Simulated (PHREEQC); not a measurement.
Model water analysis in mg/kgw, 20 °C, pH 6.9, pe 11:

```
constituent          mg/kgw
------------------  -------
Na                    0.468
K                      0.23
Ca                     2.16
Mg                   0.0377
Cl                     1.18
S(6) as SO4            2.32
Alkalinity as HCO3     3.59
N(5) as NO3         0.00344
```

Valence states are taken as typed.

Computed with PHREEQC (ion-association model, phreeqc.dat).

- ionic strength: 0.000218 mol/kgw
- charge-balance error: -1.2 %

```json
[
 {"species": "HCO3-", "molality": "5.88e-5", "activity": "5.78e-5", "log γ": "-0.007"},
 {"species": "Ca+2", "molality": "5.37e-5", "activity": "5.02e-5", "log γ": "-0.029"},
 {"species": "Cl-", "molality": "3.33e-5", "activity": "3.27e-5", "log γ": "-0.007"},
 {"species": "SO4-2", "molality": "2.39e-5", "activity": "2.24e-5", "log γ": "-0.029"},
 {"species": "Na+", "molality": "2.03e-5", "activity": "2.00e-5", "log γ": "-0.007"},
 {"species": "CO2", "molality": "1.75e-5", "activity": "1.75e-5", "log γ": "0.000"},
 {"species": "K+", "molality": "5.88e-6", "activity": "5.78e-6", "log γ": "-0.007"},
 {"species": "Mg+2", "molality": "1.54e-6", "activity": "1.44e-6", "log γ": "-0.029"},
 {"species": "CaSO4", "molality": "1.92e-7", "activity": "1.92e-7", "log γ": "0.000"},
 {"species": "H+", "molality": "1.28e-7", "activity": "1.26e-7", "log γ": "-0.007"},
 {"species": "NO3-", "molality": "5.55e-8", "activity": "5.46e-8", "log γ": "-0.007"},
 {"species": "OH-", "molality": "5.53e-8", "activity": "5.44e-8", "log γ": "-0.007"},
 {"species": "CaHCO3+", "molality": "3.46e-8", "activity": "3.40e-8", "log γ": "-0.007"},
 {"species": "CO3-2", "molality": "2.07e-8", "activity": "1.94e-8", "log γ": "-0.029"}
]
```

This is a speciation only: nothing precipitates in the calculation. Complexes and solids missing from the database can't appear.
